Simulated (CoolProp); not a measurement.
Vapour-liquid equilibrium of toluene (1) + o-xylene (2) at 488.6 K; x and y are mole fractions of (1).

Values from CoolProp's multi-fluid Helmholtz-energy mixture model, Lemmon 2006 and Zhou 2012; pair parameters Bell 2016.

```tsv
x	bubble pressure, mixture model (kPa)	bubble pressure, Raoult's law (kPa)	y, mixture model	y, Raoult's law
0.05	509.3	511.9	0.085	0.096
0.15	…	560.9	0.239	0.262
0.25	602.2	610.0	0.373	0.401
0.35	650.7	659.1	0.490	0.519
0.45	…	708.1	0.593	0.621
0.55	749.8	757.2	…	0.710
0.65	799.9	806.3	…	0.788
0.75	850.4	855.3	0.840	0.858
0.85	…	904.4	0.907	0.919
0.95	952.2	953.4	0.970	0.974
```

Task: Some entries are withheld; supply them.

Result: 
- 0.15, bubble pressure, mixture model (kPa): 554.9
- 0.45, bubble pressure, mixture model (kPa): 700.0
- 0.55, y, mixture model: 0.685
- 0.65, y, mixture model: 0.766
- 0.85, bubble pressure, mixture model (kPa): 901.1

The largest gap from Raoult's law is -1.3 % in bubble pressure, at x = 0.25. No azeotrope shows between x = 0.05 and 0.95.

Pair parameters are fitted to limited data, so mixtures are less certain than the pure fluids.
